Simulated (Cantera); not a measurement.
Cantera with NASA thermochemical tables; ideal gases at 1 bar, condensed phases pure. Values are per mole of reaction as written; species without (g) are pure solids or liquids, kept so even where they would boil at 1 bar.

**Question.** Between 300 and 2625 K, where is each reaction favourable under standard conditions?
- 6 NF3(g) + 9 MgO ⇌ 2 O3(g) + 3 N2O(g) + 9 MgF2

**Answer.** 
- 6 NF3(g) + 9 MgO ⇌ 2 O3(g) + 3 N2O(g) + 9 MgF2: ΔG° is -3342 kJ at 300 K and -3616 kJ at 2625 K; it stays negative (K > 1). ΔH° is -2610 kJ and ΔS° 383 J/K at 2625 K.
